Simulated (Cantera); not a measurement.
A freely propagating, adiabatic, planar premixed flame of 27.9 % H₂, 15.2 % O₂, 56.9 % N₂, equivalence ratio 0.92, unburnt at 675 K and 500000 Pa; mixture-averaged transport, grid criteria slope 0.08 and curve 0.16, no radiation.

Computed with Cantera and the H2/O2 subset of GRI-Mech 3.0, which has no nitrogen chemistry. The hydrogen kinetics of GRI-Mech 3.0 are dated; newer H2 mechanisms differ, most at raised pressure. Burning velocities carry a grid error of a few per cent, more on coarse grids.

x: mole fraction of selected species; z is measured from the peak of heat release.

| z (mm) | T (K) | u (m/s) | x H₂ | x O₂ | x O | x OH | x HO₂ | x H₂O |
|---|---|---|---|---|---|---|---|---|
| -0.184 | 675 | 8.26 | 0.279 | 0.152 | <1e-8 | <1e-8 | <1e-8 | <1e-8 |
| -0.123 | 675 | 8.26 | 0.279 | 0.152 | <1e-8 | <1e-8 | <1e-8 | <1e-8 |
| -0.0919 | 675 | 8.26 | 0.279 | 0.152 | <1e-8 | <1e-8 | ___ | 7.16e-8 |
| -0.0613 | 675 | 8.25 | 0.278 | 0.152 | 1.69e-8 | <1e-8 | ___ | 3.85e-6 |
| -0.0306 | 707 | 8.52 | 0.266 | 0.153 | 1.21e-5 | 5.32e-5 | ___ | 0.00158 |
| -0.0153 | 962 | 11.2 | 0.223 | 0.147 | 0.000466 | 0.00116 | ___ | 0.0274 |
| 0 | 1421 | 16.0 | 0.136 | 0.108 | 0.00441 | 0.00473 | ___ | 0.112 |
| 0.0153 | 1752 | 19.5 | 0.0676 | 0.0604 | 0.00921 | 0.0118 | ___ | 0.196 |
| 0.0306 | 1929 | 21.4 | 0.0439 | 0.0398 | 0.0105 | 0.0166 | ___ | 0.230 |
| 0.0613 | 2111 | 23.1 | 0.0343 | 0.0302 | 0.00895 | 0.0193 | ___ | 0.250 |
| 0.123 | 2276 | 24.7 | 0.0282 | 0.0257 | 0.00611 | 0.0190 | ___ | 0.266 |
| 0.245 | 2411 | 25.9 | 0.0211 | 0.0220 | 0.00373 | 0.0170 | ___ | 0.281 |
| 0.490 | 2506 | 26.7 | 0.0147 | 0.0192 | 0.00221 | 0.0143 | ___ | 0.293 |

Question: What belongs in the gaps?

Answer: 
- -0.0919, x HO₂: 2.46e-8
- -0.0613, x HO₂: 2.00e-6
- -0.0306, x HO₂: 0.000491
- -0.0153, x HO₂: 0.000685
- 0, x HO₂: 0.000341
- 0.0153, x HO₂: 0.000160
- 0.0306, x HO₂: 8.81e-5
- 0.0613, x HO₂: 4.93e-5
- 0.123, x HO₂: 2.84e-5
- 0.245, x HO₂: 1.60e-5
- 0.490, x HO₂: 9.95e-6
